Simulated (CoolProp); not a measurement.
A closed Brayton cycle with carbon dioxide: compressor inlet 305.15 K and 9.7 MPa, high pressure 32.6 MPa, turbine inlet 990 K, compressor efficiency 0.8, turbine efficiency 0.93, recuperator effectiveness 0.9 (on enthalpy, no pinch check). Each further row changes one setting.

Values from CoolProp's reference Helmholtz-energy equation of state, Span 1996.

| case | thermal efficiency (%) | net work (kJ/kg) | compressor to turbine work | compressor exit (K) | turbine exit (K) |
|---|---|---|---|---|---|
| as stated | (withheld) | 163 | 0.18 | 337.0 | 822.6 |
| turbine inlet 940 K | 41.3 | 152 | (withheld) | 337.0 | 778.2 |
| compressor inlet 315.15 K | 41.3 | 155 | (withheld) | (withheld) | 822.6 |
| high pressure 27.7 MPa | (withheld) | (withheld) | 0.16 | (withheld) | (withheld) |
| recuperator effectiveness 0.5 | 26.1 | 163 | 0.18 | 337.0 | 822.6 |

Problem. Fill in the missing entries.

Solution. 
- as stated, thermal efficiency (%): 42.4
- turbine inlet 940 K, compressor to turbine work: 0.19
- compressor inlet 315.15 K, compressor to turbine work: 0.22
- compressor inlet 315.15 K, compressor exit (K): 368.1
- high pressure 27.7 MPa, thermal efficiency (%): 40.9
- high pressure 27.7 MPa, net work (kJ/kg): 145
- high pressure 27.7 MPa, compressor exit (K): 331.4
- high pressure 27.7 MPa, turbine exit (K): 844.2
